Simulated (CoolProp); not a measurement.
A Linde-Hampson liquefier for nitrogen: isothermal reversible compression at 300 K from 1 atm to 10 MPa, throttling to 1 atm, return gas leaving the recuperator 5 K below the feed. Each further row changes one setting.

Computed with CoolProp (reference Helmholtz-energy equation of state, Span 2000).

| case | liquid yield per pass | compression work (kJ/kg of gas) |
|---|---|---|
| as stated | (withheld) | 408 |
| high pressure 20 MPa | 0.063 | (withheld) |
| warm-end temperature 330 K | (withheld) | (withheld) |
| warm-end gap 10 K | (withheld) | 408 |

Question: What belongs in the gaps?

Answer: 
- as stated, liquid yield per pass: 0.033
- high pressure 20 MPa, compression work (kJ/kg of gas): 472
- warm-end temperature 330 K, liquid yield per pass: 0.022
- warm-end temperature 330 K, compression work (kJ/kg of gas): 451
- warm-end gap 10 K, liquid yield per pass: 0.021
